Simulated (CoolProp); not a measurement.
Computed with CoolProp (reference Helmholtz-energy equation of state, Wu 2011).

### Question
For dimethyl ether, give the phase and the Joule-Thomson coefficient (K/MPa), viscosity (µPa s) at 36.55 °C and 0.101 MPa; 120.35 °C and 0.101 MPa; 153.95 °C and 0.101 MPa.

### Answer
- 36.55 °C and 0.101 MPa: gas; Joule-Thomson coefficient 21.0, viscosity 9.48
- 120.35 °C and 0.101 MPa: gas; Joule-Thomson coefficient 9.35, viscosity 11.9
- 153.95 °C and 0.101 MPa: gas; Joule-Thomson coefficient 7.33, viscosity 13.1

Viscosity comes from a separate model (Meng 2012).
